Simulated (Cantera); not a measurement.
Feed: 1 mol S, 0.075 mol H2O, 32 mol N2, 0.032 mol SO2, equilibrated at 2498 K and 8500 Pa.

Method: chemical equilibrium by Gibbs-energy minimisation in Cantera with the NASA 1993 tables (ideal gas, pure condensed phases). Candidate condensed phases: H2O, H2SO4, S; 35 gas species. Rates play no part.

Question: What is the equilibrium state?

Answer: 
```
Item                                Result
-------------------------------  ---------
x(N2)                                0.972
x(S)                                0.0127
x(S2)                              0.00724
x(SO)                              0.00350
x(H)                               0.00241
x(H2)                             0.000795
x(SH)                             0.000414
x(SO2)                            0.000244
x(NO)                              7.30e-5
gas amount                       32.90 mol
log10 activity of S(l) (absent)      -3.37
```
